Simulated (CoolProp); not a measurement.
R1234yf at several states: density (kg/m³) from the reference equation and from simpler models built on Tc = 367.8 K, pc = 3.384 MPa, ω = 0.276; each cubic takes its own stable root.

Computed with CoolProp (reference Helmholtz-energy equation of state, Lemmon 2022).

| T (K) | p (MPa) | phase | reference | Redlich-Kwong | Soave-Redlich-Kwong |
|---|---|---|---|---|---|
| 310.1 | 2.93 | liquid | 1064 | 887.5 | (withheld) |
| 138.4 | 5.92 | liquid | (withheld) | 1319 | (withheld) |
| 219.1 | 0.0308 | liquid | 1330 | 1.954 | 1187 |
| 168 | 0.0102 | liquid | 1459 | 1260 | 1284 |
| 137.2 | 4.77 | liquid | (withheld) | 1320 | (withheld) |
| 180.5 | 0.0206 | liquid | 1428 | (withheld) | (withheld) |

Q: Fill in the missing entries.

A: 
- 310.1, Soave-Redlich-Kwong: 930.7
- 138.4, reference: 1540
- 138.4, Soave-Redlich-Kwong: 1333
- 137.2, reference: 1542
- 137.2, Soave-Redlich-Kwong: 1334
- 180.5, Redlich-Kwong: 1235
- 180.5, Soave-Redlich-Kwong: 1263

At some of these states Redlich-Kwong gives the other phase, because its saturation line lies elsewhere.
